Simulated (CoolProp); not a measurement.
A single-stage vapour-compression cycle with the fluid: evaporating at 307.15 K (dew point), condensing at 366.15 K (bubble point), superheat 10 K, subcooling 0 K, compressor efficiency 0.8, no pressure losses. The same conditions are run with several fluids, on thermodynamics alone (safety and materials aside).

Computed with CoolProp (reference Helmholtz-energy equation of state of each fluid (dimethyl carbonate: Zhou 2011; chloromethane (R40): Thol 2014; R227EA: Lemmon 2016; isobutene: Lemmon 2005; R152A: Outcalt 1996; the fluoroketone C6F12O (FK-5-1-12): McLinden 2015)).

Problem. Rank dimethyl carbonate, chloromethane (R40), R227EA, isobutene, R152A, the fluoroketone C6F12O (FK-5-1-12) by cooling COP, highest first.

Solution. dimethyl carbonate (3.50), chloromethane (R40) (3.10), isobutene (2.86), R152A (2.63), the fluoroketone C6F12O (FK-5-1-12) (2.01), R227EA (1.59)

```csv
fluid,pressure ratio,discharge temperature (K),refrigerating effect (kJ/kg),volumetric capacity (kJ/m³)
dimethyl carbonate,9.79,387.1,313,122
chloromethane (R40),3.82,429.1,268,4300
R227EA,4.12,369.4,33.3,1490
isobutene,4.02,376.0,210,1960
R152A,3.96,395.0,157,3540
the fluoroketone C6F12O (FK-5-1-12),6.45,366.1,33.9,246
```

The compression ends wet for: the fluoroketone C6F12O (FK-5-1-12).
